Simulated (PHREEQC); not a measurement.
A PHREEQC speciation (ion-association model, wateq4f.dat) at 25 °C gives pH 5.61 and these molalities:

| species | mol/kgw |
|---|---|
| Cl- | 0.0418 |
| CdCl+ | 0.0195 |
| Cd+2 | 0.0111 |
| CdCl2 | 0.00222 |
| Mn+2 | 0.000221 |
| SO4-2 | 0.000146 |
| CdSO4 | 9.28e-5 |
| CdCl3- | 5.87e-5 |
| MnCl+ | 1.76e-5 |
| H+ | 2.88e-6 |
| CdOHCl | 2.66e-6 |
| MnSO4 | 1.21e-6 |
| MnCl2 | 2.10e-7 |
| CdOH+ | 2.05e-7 |
| Cd(SO4)2-2 | 1.52e-7 |
| Cd2OH+3 | 2.50e-8 |

### Question
What are the element totals, and what could have been dissolved in 1 kg of water to give them?

### Answer
This is not unique; one that fits is totals Cd 0.0330, Cl 0.0660, Mn(2) 0.000240, S(6) 0.000240 mol/kgw, from 33 mmol/kgw CdCl2 and 0.24 mmol/kgw MnSO4.

Precipitation was switched off in this run.
